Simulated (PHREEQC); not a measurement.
Consider water at 45 °C with 35 mmol/kgw KOH and 6.4 mmol/kgw KH2PO4. Closed to the air; pH follows from the charge balance.

Computed with PHREEQC (ion-association model, phreeqc.dat).

```
quantity                    before     after
------------------------  --------  --------
pH                           11.70     11.34
ionic strength (mol/kgw)    0.0539    0.0521
PO4-3 (mol/kgw)            0.00318   0.00229
HPO4-2 (mol/kgw)           0.00311   0.00397
KHPO4- (mol/kgw)          0.000108  0.000136
H2PO4- (mol/kgw)           4.81e-8   1.32e-7
```

**Question.** What was changed between the two runs?
(A) temperature from 45 to 90 °C
(B) temperature from 45 to 50 °C
(C) temperature from 45 to 15 °C
(D) KH2PO4 replaced by NaH2PO4 at the same molality
(E) temperature from 45 to 60 °C

**Answer.** E, temperature from 45 to 60 °C

No solid was allowed to form. Away from 25 °C the constants follow the database's enthalpies or fits; those with neither stay at their 25 °C values.
